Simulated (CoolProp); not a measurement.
Saturation properties of CH3F (R41).

Values from CoolProp's reference Helmholtz-energy equation of state, Lemmon 2006. It is a short technical equation, of lower accuracy than the large ones.

| T (°C) | p (MPa) | enthalpy of vaporisation (kJ/kg) | liquid cp (kJ/(kg K)) | surface tension (mN/m) |
|---|---|---|---|---|
| -129.35 | 0.001919 | 550.9 | 2.087 | 23.9 |
| -112.75 | 0.009562 | 531.5 | 2.064 | 21.1 |
| -96.15 | 0.03400 | 511.2 | 2.058 | 18.3 |
| -79.55 | 0.09483 | 489.3 | 2.070 | 15.7 |
| -62.95 | 0.2210 | 465.2 | 2.103 | 13.1 |
| -46.45 | 0.4485 | 438.1 | 2.163 | 10.6 |
| -29.85 | 0.8244 | 406.6 | 2.261 | 8.28 |
| -13.25 | 1.399 | 369.1 | 2.420 | 6.04 |

It boils at -78.4 °C under 1 atm.

Surface tension comes from a separate correlation (Mulero 2012).
